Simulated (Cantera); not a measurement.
Feed: 1 mol Si2Cl6, 4.9 mol NH3, 5.8 mol H2, at 1352 °C and 1.33 mbar.

These are equilibrium values from Cantera (NASA tables, ideal gas, pure condensed phases), not measurements of a reactor. Candidate condensed phases: NH4Cl, Si, Si3N4; 28 gas species. The feed counts by its element totals alone. The tables' values for SiCl3, SiCl are old estimates; treat these amounts as uncertain. The numbers say what is thermodynamically allowed, not how fast it happens.

Base state: H2 0.640, N2 0.132, HCl 0.131, SiCl2 0.0943, H 0.00155, SiCl3 0.000671, Cl 0.000250, SiCl 0.000200 (mole fractions); condensed: Si(s).

### Question
What changes in the equilibrium state with this change: temperature from 1352 °C to 1127 °C?

### Answer
```tsv
species	before	after
H2	0.640	0.616
HCl	0.131	0.250
N2	0.132	0.0911
SiCl2	0.0943	0.0392
Si	0.000122	8.07e-8
SiCl	0.000200	1.71e-6
SiCl4	1.11e-5	0.000559
H	0.00155	0.000105
SiHCl3	8.44e-6	9.74e-5
Si(s), mol	0.226	0
Si3N4(s), mol	0	0.417
```
The tables' values for SiCl3 are old estimates; treat these amounts as uncertain.
